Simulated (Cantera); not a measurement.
Thermodynamics of calcination and drying, feed MgCO₃ + H₂O + O₂

A closed system holds: 1 mol MgCO₃, 0.62 mol H₂O, 0.26 mol O₂, equilibrated at 3.70 bar.

Cantera equilibrium calculation (NASA polynomials, part measured and part estimated; ideal gas, pure solids and liquids). Candidate condensed phases: C, C₆H₆, C₇H₈, C₈H₁₈, H₂O, Mg, MgCO₃, MgO, Mg(OH)₂; 116 gas species. Rates play no part.

At 675 K the condensed part is MgCO₃(s) + MgO(s). From 750 K to 1650 K the condensed part is MgO(s).

| T (K) | x CO₂ | x H₂O | x O₂ | x OH | x CO | n MgCO₃(s) | n MgO(s) |
|---|---|---|---|---|---|---|---|
| 675 | 0.270 | 0.514 | 0.216 | 1.58e-11 | <1e-12 | 0.675 | 0.325 |
| 750 | 0.532 | 0.330 | 0.138 | 2.03e-10 | <1e-12 | 0 | 1.00 |
| 825 | 0.532 | 0.330 | 0.138 | 2.15e-9 | <1e-12 | 0 | 1.00 |
| 900 | 0.532 | 0.330 | 0.138 | 1.55e-8 | 1.03e-12 | 0 | 1.00 |
| 975 | 0.532 | 0.330 | 0.138 | 8.21e-8 | 1.89e-11 | 0 | 1.00 |
| 1050 | 0.532 | 0.330 | 0.138 | 3.44e-7 | 2.28e-10 | 0 | 1.00 |
| 1125 | 0.532 | 0.330 | 0.138 | 1.19e-6 | 1.97e-9 | 0 | 1.00 |
| 1200 | 0.532 | 0.330 | 0.138 | 3.53e-6 | 1.30e-8 | 0 | 1.00 |
| 1275 | 0.532 | 0.330 | 0.138 | 9.22e-6 | 6.83e-8 | 0 | 1.00 |
| 1350 | 0.532 | 0.330 | 0.138 | 2.16e-5 | 2.98e-7 | 0 | 1.00 |
| 1425 | 0.532 | 0.330 | 0.138 | 4.64e-5 | 1.11e-6 | 0 | 1.00 |
| 1500 | 0.532 | 0.330 | 0.138 | 9.23e-5 | 3.64e-6 | 0 | 1.00 |
| 1575 | 0.532 | 0.330 | 0.138 | 0.000172 | 1.06e-5 | 0 | 1.00 |
| 1650 | 0.532 | 0.330 | 0.138 | 0.000302 | 2.80e-5 | 0 | 1.000 |
x: gas mole fraction; n: condensed amount in mol.
